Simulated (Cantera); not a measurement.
An adiabatic, constant-pressure homogeneous reactor starts with CH4 : O2 : N2 = 1 : 1.33 : 5.01 (molar parts), at 1450 K and 17.0 bar.

Cantera simulation using GRI-Mech 3.0 (53 species, 325 reactions); the numbers are that mechanism's predictions, not measurements. The pressure lies above the range GRI-Mech 3.0 was tuned for (to about 10 atm).

One state of this run: T (K) = 2793; x CH4 = 6.92e-11; x O2 = 0.000144; x C2H4 = <1e-12; x CH2O = 4.69e-8; x H = 0.00530; x HO2 = 3.18e-7. x: mole fraction; the columns are a selection and need not sum to one.

Which value of t (s) does it belong to?
A. 0.00192
B. 2.54e-5
C. 5.22e-5
D. 1.23e-5

A, 0.00192
